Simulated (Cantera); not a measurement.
Input: 1 mol Nb2O5, 36 mol H2, 0.38 mol H2O, held at 2175 K and 0.000630 bar.

Equilibrium computed with Cantera from the NASA thermochemical tables; the gas is ideal and each condensed phase is pure. Candidate condensed phases: H2O, Nb, NbO, NbO2, Nb2O5; 12 gas species. Kinetics and transport are ignored.

Base state: H2 0.750, H 0.168, NbO2 0.0467, H2O 0.0327, OH 0.000987, NbO 0.000975, O 0.000155 (mole fractions); condensed: gas only.

Problem. What changes in the equilibrium state with this change: Nb2O5 replaced by Ta2O5?

Solution. 
```json
[
 {"species": "H2", "before": "0.750", "after": "0.801"},
 {"species": "H", "before": "0.168", "after": "0.174"},
 {"species": "H2O", "before": "0.0327", "after": "0.0145"},
 {"species": "NbO2", "before": "0.0467", "after": "0"},
 {"species": "TaO2", "before": "0", "after": "0.0101"},
 {"species": "NbO", "before": "0.000975", "after": "0"},
 {"species": "TaO", "before": "0", "after": "0.000387"},
 {"species": "O", "before": "0.000155", "after": "6.47e-5"},
 {"species": "Ta2O5(l), mol", "before": "0", "after": "0.789"}
]
```
Further candidate phases: Ta, Ta2O5.
